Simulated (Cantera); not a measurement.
A perfectly stirred reactor is fed with CH₄ : O₂ : N₂ = 1 : 1.33 : 5.01 (molar parts), at 1.18 atm; it is adiabatic with a 348 K inlet, and is followed from long to short residence time, starting on the burning branch (τ in s: 0.14, 0.061, 0.026, 0.011, 0.0047, 0.002, 0.00085, 0.00036, 0.00015, 6.6e-05, 2.8e-05, 1.2e-05).

Cantera simulation using GRI-Mech 3.0 (53 species, 325 reactions); the numbers are that mechanism's predictions, not measurements.

x: mole fraction; the columns are a selection and need not sum to one.

```
τ (s)    T (K)    x CH₄      x O₂   x CH₂CO    x CH₂O       x HCO    x CH₂
-------  -----  -------  --------  --------  --------  ----------  -------
0.14      1939  0.00144  0.000198   3.20e-6   3.89e-6  (withheld)  7.91e-7
0.061     1940  0.00204  0.000395   7.03e-6   7.02e-6  (withheld)  1.53e-6
0.026     1939  0.00269  0.000774   1.39e-5   1.25e-5  (withheld)  2.91e-6
0.011     1934  0.00335   0.00148   2.51e-5   2.18e-5  (withheld)  5.38e-6
0.0047    1921  0.00412   0.00279   4.20e-5   3.78e-5  (withheld)  9.39e-6
0.0020    1892  0.00538   0.00549   7.04e-5   6.79e-5  (withheld)  1.49e-5
0.00085   1796  0.00995    0.0152  0.000176  0.000162  (withheld)  1.59e-5
0.00036    348    0.136     0.181    <1e-12    <1e-12      <1e-12   <1e-12
0.00015    348    0.136     0.181    <1e-12    <1e-12      <1e-12   <1e-12
6.6e-5     348    0.136     0.181    <1e-12    <1e-12      <1e-12   <1e-12
2.8e-5     348    0.136     0.181    <1e-12    <1e-12      <1e-12   <1e-12
1.2e-5     348    0.136     0.181    <1e-12    <1e-12      <1e-12   <1e-12
```

Question: Some entries are withheld; supply them.

Answer: 
- 0.14, x HCO: 4.67e-8
- 0.061, x HCO: 8.12e-8
- 0.026, x HCO: 1.55e-7
- 0.011, x HCO: 3.14e-7
- 0.0047, x HCO: 6.55e-7
- 0.0020, x HCO: 1.39e-6
- 0.00085, x HCO: 2.97e-6
